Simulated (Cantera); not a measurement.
A Cantera script and its output.

```python
import numpy as np
import cantera as ct

gas = ct.Solution("h2o2.yaml")
gas.TPX = 900, 28000, {'H2': 1.4, 'O2': 1, 'N2': 2.2}
reactor = ct.IdealGasConstPressureReactor(gas, energy="off", clone=False)
net = ct.ReactorNet([reactor])
net.rtol, net.atol = 1e-08, 1e-18
show = ['H2', 'O2', 'H', 'H2O2', 'H2O']
times = np.geomspace(0.0006, 20, 14)

steps = ct.SolutionArray(gas, extra=["t"])
rows = []
print(f"{'t/s':>10s}{'T/K':>9s}{'P/Pa':>11s}" + "".join(f"{s:>11s}" for s in show))
for t in times:
    while net.time < t:
        t_next = net.step()
        steps.append(gas.state, t=t_next)
    rows.append([np.interp(t, steps.t, y) for y in (steps.T, steps.P, *steps(*show).X.T)])
    print(f"{t:10.3e}{rows[-1][0]:9.1f}{rows[-1][1]:11.4g}" + "".join(f"{x:11.3e}" for x in rows[-1][2:]))
rate = np.gradient(steps.T, steps.t)
print("integrator steps:", len(steps.t))
if steps.T.max() > steps.T[0] + 200:
    print(f"time of steepest temperature rise: {steps.t[rate.argmax()]:.4e} s")
gas.TPX = 900, 28000, {'H2': 1.4, 'O2': 1, 'N2': 2.2}
gas.equilibrate("TP")
print(f"equilibrium (TP): T = {gas.T:.1f} K  " + "  ".join(f"{s} {gas[s].X[0]:.3e}" for s in show))
```

It prints:

```
       t/s      T/K       P/Pa         H2         O2          H       H2O2        H2O
 6.000e-04    900.0    2.8e+04  3.043e-01  2.174e-01  3.645e-08  9.225e-11  1.011e-07
 1.337e-03    900.0    2.8e+04  3.031e-01  2.168e-01  3.494e-04  1.323e-06  1.176e-03
 2.978e-03    900.0    2.8e+04  9.825e-02  1.222e-01  3.731e-05  1.720e-05  2.430e-01
 6.636e-03    900.0    2.8e+04  9.767e-02  1.219e-01  7.635e-08  5.868e-05  2.437e-01
 1.478e-02    900.0    2.8e+04  9.764e-02  1.219e-01  7.020e-08  7.111e-05  2.437e-01
 3.294e-02    900.0    2.8e+04  9.758e-02  1.219e-01  7.849e-08  8.201e-05  2.438e-01
 7.339e-02    900.0    2.8e+04  9.742e-02  1.218e-01  1.027e-07  1.073e-04  2.440e-01
 1.635e-01    900.0    2.8e+04  9.684e-02  1.215e-01  1.724e-07  1.793e-04  2.446e-01
 3.643e-01    900.0    2.8e+04  9.425e-02  1.202e-01  3.475e-07  3.620e-04  2.475e-01
 8.117e-01    900.0    2.8e+04  8.440e-02  1.156e-01  4.524e-07  4.915e-04  2.590e-01
 1.808e+00    900.0    2.8e+04  6.349e-02  1.060e-01  3.704e-07  4.257e-04  2.837e-01
 4.029e+00    900.0    2.8e+04  3.218e-02  9.162e-02  2.314e-07  2.818e-04  3.208e-01
 8.977e+00    900.0    2.8e+04  5.155e-03  7.926e-02  5.237e-08  7.349e-05  3.528e-01
 2.000e+01    900.0    2.8e+04  3.003e-04  7.706e-02  1.201e-09  1.876e-06  3.586e-01
integrator steps: 1955
equilibrium (TP): T = 900.0 K  H2 7.875e-12  O2 7.692e-02  H 6.240e-16  H2O2 3.586e-11  H2O 3.590e-01
```

Model: the H2/O2 subset of GRI-Mech 3.0, which has no nitrogen chemistry, integrated in Cantera. Below about 950 K walls govern HO2 and H2O2 in real vessels. The temperature is held fixed by assumption; the heat of reaction is taken as removed at once.
